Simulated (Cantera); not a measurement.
Feed: 1 mol FeS₂, 42 mol H₂, 0.028 mol N₂, at 37.0 mbar.

Method: chemical equilibrium by Gibbs-energy minimisation in Cantera with the NASA 1993 tables (ideal gas, pure condensed phases). Candidate condensed phases: Fe, FeS, FeS₂, S; 16 gas species. FeS: taken at fixed stoichiometry. Kinetics and transport are ignored.

**Question.** At 1025 K, list the 3 most abundant gas species with their mole fractions, and the condensed phases.

**Answer.** H₂ 0.976, H₂S 0.0238, N₂ 0.000666. Condensed: FeS(s).
